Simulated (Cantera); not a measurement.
A closed system holds: 1 mol Cu, 6.6 mol F2, at 975 °C and 0.00100 bar.

Method: chemical equilibrium by Gibbs-energy minimisation in Cantera with the NASA 1993 tables (ideal gas, pure condensed phases). Candidate condensed phases: Cu, CuF2; 6 gas species. Rates play no part.

Base state: F 0.916, CuF2 0.0821, F2 0.00167 (mole fractions); condensed: gas only.

What changes in the equilibrium state with this change: F2 from 6.6 to 0.52 mol?


```csv
species,before,after
CuF,2.11e-6,0.823
CuF2,0.0821,0.177
Cu,<1e-9,4.42e-5
F,0.916,5.06e-6
F2,0.00167,<1e-9
"Cu(s), mol",0,0.116
```
